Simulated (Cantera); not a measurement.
A closed system holds: 1 mol CH2F2, 0.34 mol CH4, 0.11 mol H2, at 2198 K and 9.00 Torr.

Method: chemical equilibrium by Gibbs-energy minimisation in Cantera with the NASA 1993 tables (ideal gas, pure condensed phases). Candidate condensed phases: C, C6H6, C7H8, C8H18; 95 gas species. Equilibrium is a limit: real reactors are often held back by kinetics, nucleation or transport.

Base state: HF 0.707, H2 0.266, H 0.0262, C2H2 (acetylene) 0.000673, F 5.96e-5 (mole fractions); condensed: C(graphite).

Problem. What changes in the equilibrium state with this change: temperature from 2198 K to 3000 K?

Solution. 
| species | before | after |
|---|---|---|
| HF | 0.707 | 0.538 |
| H | 0.0262 | 0.342 |
| H2 | 0.266 | 0.0563 |
| C3 | 1.93e-7 | 0.0260 |
| F | 5.96e-5 | 0.0202 |
| C5 | <1e-9 | 0.000476 |
| C2 | 1.69e-8 | 0.00264 |
| C4 | <1e-9 | 8.79e-5 |
| C | 1.23e-7 | 0.00422 |
| C(graphite), mol | 1.34 | 0.957 |
